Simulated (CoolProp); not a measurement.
Vapour-liquid equilibrium of R125 (1) + R115 (2) at 266 K; x and y are mole fractions of (1).

Model: multi-fluid Helmholtz-energy mixture model, Lemmon 2005 and Lemmon 2016; pair parameters Bell 2016, in CoolProp.

Give the bubble pressure and the first vapour's composition at x = 0.35, 0.5, 0.95. Is there an azeotrope?

x = 0.35: 480.3 kPa, y = 0.475; x = 0.5: 509.8 kPa, y = 0.590; x = 0.95: 536.0 kPa, y = 0.945. y crosses x between x = 0.8 and 0.95: the model has an azeotrope there.

The pair parameters rest on a limited set of measurements; away from them the model extrapolates.
